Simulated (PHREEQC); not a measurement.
Make-up at 25 °C: 0.17 mol/kgw SrBr2. Closed to the air; pH follows from the charge balance.

All values are PHREEQC results (ion-association model, wateq4f.dat), not measurements.

No solid was allowed to form.

Problem. Estimate the activity of water.

Solution. activity of water 0.991.
